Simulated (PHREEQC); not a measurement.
1 kg of water holding 0.00043 mol Na2B4O7, 0.026 mol NaCl, 0.02 mol Na2CO3, 0.16 mol Na2SO4 and 0.069 mol KCl is evaporated at 30 °C; the solids stay in contact with the brine. CO2 from the air is kept out. The run lets Arcanite, Burkeite, Glaserite, Halite, Kalicinite, Mirabilite, Misenite, Nahcolite, Natron, Sylvite, Thenardite, Trona, Borax, Boric_acid,s, KB5O8:4H2O, K2B4O7:4H2O, NaBO2:4H2O, NaB5O8:5H2O, Teepleite precipitate or redissolve, and no other solid.

The series has 28 steps of water left (kg), from 1 to 0.005041.

Computed with PHREEQC (Pitzer model, pitzer.dat).

Task: Which solids form, in which order, and at which step of the series does each first stand?

Result: Glaserite from water left = 0.06419 kg (pH 10.71); Thenardite from water left = 0.05277 kg (pH 10.70); Burkeite from water left = 0.0198 kg (pH 10.39); Halite from water left = 0.01629 kg (pH 10.18); Trona from water left = 0.005041 kg (pH 9.84).
